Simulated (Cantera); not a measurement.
Charge: 1 mol MgO, 0.15 mol H2S, 0.1 mol O2, at 852 °C and 0.390 bar.

These are equilibrium values from Cantera (NASA tables, ideal gas, pure condensed phases), not measurements of a reactor. Candidate condensed phases: H2O, H2SO4, Mg, MgO, Mg(OH)2, MgS, MgSO4, S; 26 gas species. Gases not in the tables: S3 to S7. The numbers say what is thermodynamically allowed, not how fast it happens.

Base state: H2O 0.543, S2 0.192, SO2 0.157, H2S 0.0947, H2 0.00849, S2O 0.00503, SO 0.000111, SH 8.96e-5 (mole fractions); condensed: MgO(s).

### Question
What changes in the equilibrium state with this change: O2 from 0.1 to 4.3 mol?

### Answer
| species | before | after |
|---|---|---|
| O2 | <1e-9 | 0.962 |
| H2O | 0.543 | 0.0360 |
| SO2 | 0.157 | 0.00174 |
| S2 | 0.192 | <1e-9 |
| H2S | 0.0947 | <1e-9 |
| H2 | 0.00849 | <1e-9 |
| S2O | 0.00503 | <1e-9 |
| SO | 0.000111 | <1e-9 |
| SH | 8.96e-5 | <1e-9 |
| MgO(s), mol | 1.00 | 0.859 |
| MgSO4(s), mol | 0 | 0.141 |
Mutual solubility and eutectic melting of coexisting phases are not modelled.

### Question
What changes in the equilibrium state with this change: H2S from 0.15 to 1 mol?

### Answer
```
species        before     after
-----------  --------  --------
H2S            0.0947     0.631
H2O             0.543     0.175
S2              0.192     0.123
SO2             0.157  0.000187
H2            0.00849    0.0708
S2O           0.00503  0.000124
SO           0.000111   3.43e-6
SH            8.96e-5  0.000207
MgO(s), mol      1.00      1.00
```
